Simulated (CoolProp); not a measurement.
The fluid at 298.15 K and 0.612 MPa (stagnation) flows isentropically through a choked orifice. The same conditions are run with several fluids, on thermodynamics alone (safety and materials aside).

Computed with CoolProp (reference Helmholtz-energy equation of state of each fluid (R13: Platzer 1990; normal hydrogen: Leachman 2009; ethylene: Smukala 2000; nitrogen: Span 2000; C2F6 (R116): Lemmon 2006)). The equations of Platzer and Polt are older, rougher fits.

| fluid | throat to inlet pressure ratio | mass flux (kg/(m² s)) | throat temperature (K) |
|---|---|---|---|
| R13 | (withheld) | 2590 | 276.8 |
| normal hydrogen | 0.525 | 379 | (withheld) |
| ethylene | (withheld) | (withheld) | 263.7 |
| nitrogen | 0.528 | 1410 | 248.2 |
| C2F6 (R116) | 0.594 | (withheld) | (withheld) |

### Question
Some entries are withheld; supply them.

### Answer

- R13, throat to inlet pressure ratio: 0.579
- normal hydrogen, throat temperature (K): 247.1
- ethylene, throat to inlet pressure ratio: 0.553
- ethylene, mass flux (kg/(m² s)): 1380
- C2F6 (R116), mass flux (kg/(m² s)): 2920
- C2F6 (R116), throat temperature (K): 284.9
